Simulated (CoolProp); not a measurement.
Vapour-liquid equilibrium of benzene (1) + p-xylene (2) at 301.1 K; x and y are mole fractions of (1).

Model: multi-fluid Helmholtz-energy mixture model, Thol 2012 and Zhou 2012; pair parameters Bell 2016, in CoolProp.

Task: Give the bubble pressure and the first vapour's composition at x = 0.25, 0.65, 0.85. Is there an azeotrope?

Result: x = 0.25: 4.586 kPa, y = 0.773; x = 0.65: 9.930 kPa, y = 0.951; x = 0.85: 12.56 kPa, y = 0.983. No azeotrope shows between x = 0.05 and 0.95.

Pair parameters are fitted to limited data, so mixtures are less certain than the pure fluids.
